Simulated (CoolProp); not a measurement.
A simple Rankine cycle with R134a: condensing at 310.15 K, boiler at 2.46 MPa, turbine inlet 454 K, turbine efficiency 0.9, pump efficiency 0.8, no recuperator. Each further row changes one setting.

Computed with CoolProp (reference Helmholtz-energy equation of state, Tillner-Roth 1994).

```json
[
 {"case": "as stated", "thermal efficiency (%)": "?", "net work (kJ/kg)": "26.6", "heat in (kJ/kg)": "307", "turbine exit temperature (K)": "419.1", "volume ratio over the turbine": "2.57"},
 {"case": "condensing temperature 302.15 K", "thermal efficiency (%)": "10.3", "net work (kJ/kg)": "32.9", "heat in (kJ/kg)": "?", "turbine exit temperature (K)": "?", "volume ratio over the turbine": "3.19"},
 {"case": "boiler pressure 1.72 MPa", "thermal efficiency (%)": "5.6", "net work (kJ/kg)": "17.6", "heat in (kJ/kg)": "?", "turbine exit temperature (K)": "432.7", "volume ratio over the turbine": "?"},
 {"case": "turbine efficiency 0.8", "thermal efficiency (%)": "7.7", "net work (kJ/kg)": "23.5", "heat in (kJ/kg)": "307", "turbine exit temperature (K)": "?", "volume ratio over the turbine": "?"}
]
```

**Question.** Complete the blanks.

**Answer.** 
- as stated, thermal efficiency (%): 8.7
- condensing temperature 302.15 K, heat in (kJ/kg): 319
- condensing temperature 302.15 K, turbine exit temperature (K): 411.6
- boiler pressure 1.72 MPa, heat in (kJ/kg): 313
- boiler pressure 1.72 MPa, volume ratio over the turbine: 1.80
- turbine efficiency 0.8, turbine exit temperature (K): 422.0
- turbine efficiency 0.8, volume ratio over the turbine: 2.59
